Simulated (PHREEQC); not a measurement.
PHREEQC input (ion-association model, phreeqc.dat):

```
SOLUTION 0
  temp 40
  units mmol/kgw
  pH 7 charge
  Cl 3.75
  Na 0.54
  Mg 1.6
  O(0) 1 O2(g) -0.68
SOLUTION 1-40
  temp 40
  units mmol/kgw
  pH 7 charge
  Cl 72.01
  Ca 36
  O(0) 1 O2(g) -0.68
END
EXCHANGE 1-40
  X 0.0094
  -equilibrate 1
END
SELECTED_OUTPUT 1
  -reset false
  -pH true
  -pe true
  -ionic_strength true
  -water true
  -step true
  -totals Ca Cl Mg Na
  -molalities NaX MgX2 CaX2
  -saturation_indices Halite
PRINT
  -reset false
TRANSPORT
  -cells 40
  -shifts 320
  -lengths 0.0125
  -time_step 300
  -dispersivities 0.018
  -boundary_conditions flux flux
  -correct_disp true
  -punch_cells 40
  -punch_frequency 10
END
```

Selected output (columns that matter, 13 of 33 rows; pore volumes added in front):

```
pore volumes	pH	mu	Ca	Cl	Mg	Na	m_NaX	m_MgX2	m_CaX2	si_Halite
0	5.0868	0.10801	0.036	0.07201	0	0	0	0	0.0047	-1000
0.7625	5.0825	0.08881	0.029469	0.059239	0.00010228	8.6981e-05	1.7666e-06	1.0308e-05	0.0046888	-7.0871
1.2625	5.0533	0.021435	0.0068006	0.014428	0.00020663	0.0004035	1.6903e-05	8.8584e-05	0.004603	-6.9436
2.0125	5.032	0.0056161	0.0015216	0.0039218	0.00017268	0.00052328	4.5122e-05	0.00031368	0.0043638	-7.3404
2.7625	5.0313	0.0053539	0.0011729	0.0037514	0.00042951	0.00053654	4.9142e-05	0.00088026	0.0037952	-7.3473
3.2625	5.0313	0.0053514	0.00095924	0.0037501	0.00064205	0.00053747	5.0628e-05	0.0013918	0.0032829	-7.3467
4.0125	5.0313	0.0053509	0.0006752	0.00375	0.00092566	0.00053828	5.2754e-05	0.0021722	0.0025015	-7.3461
4.7625	5.0313	0.0053506	0.00045768	0.00375	0.0011429	0.00053886	5.4563e-05	0.0028628	0.0018099	-7.3456
5.2625	5.0313	0.0053504	0.00034702	0.00375	0.0012534	0.00053914	5.5553e-05	0.0032511	0.0014211	-7.3454
6.0125	5.0313	0.0053503	0.0002231	0.00375	0.0013772	0.00053946	5.6725e-05	0.0037202	0.00095147	-7.3451
6.7625	5.0313	0.0053502	0.00013872	0.00375	0.0014614	0.00053967	5.7565e-05	0.0040624	0.0006088	-7.3449
7.2625	5.0313	0.0053501	9.916e-05	0.00375	0.001501	0.00053976	5.7971e-05	0.0042298	0.00044118	-7.3449
8.0125	5.0312	0.0053501	5.8266e-05	0.00375	0.0015418	0.00053986	5.84e-05	0.0044078	0.00026298	-7.3448
```

Away from 25 °C the constants follow the database's enthalpies or fits; those with neither stay at their 25 °C values.
